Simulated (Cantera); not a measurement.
A perfectly stirred reactor is fed with 0.332 % CH3OH, 4.75 % O2, 94.9 % N2, at 0.710 bar; it is held at 1350 K, and followed from long to short residence time.

Model: GRI-Mech 3.0 (53 species, 325 reactions), integrated in Cantera. GRI-Mech 3.0 was tuned for natural gas; its chemistry of methanol as a main component is partial and can be far from experiment.

x: mole fraction; the columns are a selection and need not sum to one.

```tsv
τ (s)	x CH3OH	x O2	x HCO	x CO2	x OH
1.5	1.03e-6	0.0424	4.65e-10	0.00327	2.66e-5
0.71	1.69e-6	0.0424	9.81e-10	0.00324	3.23e-5
0.33	___	0.0425	___	0.00319	___
0.16	4.51e-6	0.0425	4.33e-9	0.00311	4.71e-5
0.072	7.74e-6	0.0426	9.59e-9	0.00295	5.66e-5
0.034	1.34e-5	0.0427	2.02e-8	0.00270	6.50e-5
0.016	___	0.0429	___	___	6.69e-5
0.0074	0.000101	0.0435	8.80e-8	0.00121	3.87e-5
```

Problem. Complete the blanks.

Solution. 
- 0.33, x CH3OH: 2.79e-6
- 0.33, x HCO: 2.11e-9
- 0.33, x OH: 3.94e-5
- 0.016, x CH3OH: 2.68e-5
- 0.016, x HCO: 4.24e-8
- 0.016, x CO2: 0.00226
